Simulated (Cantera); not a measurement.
Feed: 1 mol CO, 0.13 mol O2, held at 10000 Pa.

Method: chemical equilibrium by Gibbs-energy minimisation in Cantera with the NASA 1993 tables (ideal gas, pure condensed phases). Candidate condensed phases: C; 12 gas species. The numbers say what is thermodynamically allowed, not how fast it happens. All values below are at 1850 °C.

Base state: CO 0.740, CO2 0.260, O 1.99e-5, O2 1.49e-5 (mole fractions); condensed: gas only.

Problem. What changes in the equilibrium state with this change: CO replaced by toluene?

Solution. 
| species | before | after |
|---|---|---|
| H2 | 0 | 0.927 |
| CO | 0.740 | 0.0607 |
| H | 0 | 0.0109 |
| CO2 | 0.260 | 5.43e-9 |
| C2H2 (acetylene) | 0 | 0.00153 |
| CH4 | 0 | 2.68e-5 |
| O | 1.99e-5 | <1e-9 |
| O2 | 1.49e-5 | <1e-9 |
| C(graphite), mol | 0 | 6.73 |
Further candidate phases: C6H6, C7H8, C8H18, H2O.
